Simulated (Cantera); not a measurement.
A closed system holds: 1 mol Pb, 0.031 mol O2, 0.3 mol H2, held at 69.0 Pa.

Method: chemical equilibrium by Gibbs-energy minimisation in Cantera with the NASA 1993 tables (ideal gas, pure condensed phases). Candidate condensed phases: H2O, Pb, PbO, PbO2, Pb3O4; 12 gas species. Equilibrium is a limit: real reactors are often held back by kinetics, nucleation or transport.

Problem. Which condensed phases are stable at each of these points (T (K)): 673, 748, 823, 898, 973, 1048, 1123, 1198, 1273, 1348, 1423, 1498, 1573?

Solution. 
```csv
T (K),condensed phases,Pb condensed (%)
673,Pb(l),100.0
748,Pb(l),100.0
823,Pb(l),100.0
898,Pb(l),99.9
973,Pb(l),99.6
1048,Pb(l),97.9
1123,Pb(l),89.2
1198,gas only,0.0
1273,gas only,0.0
1348,gas only,0.0
1423,gas only,0.0
1498,gas only,0.0
1573,gas only,0.0
```

From 673 K to 1123 K the condensed part is Pb(l). From 1198 K to 1573 K nothing is condensed.
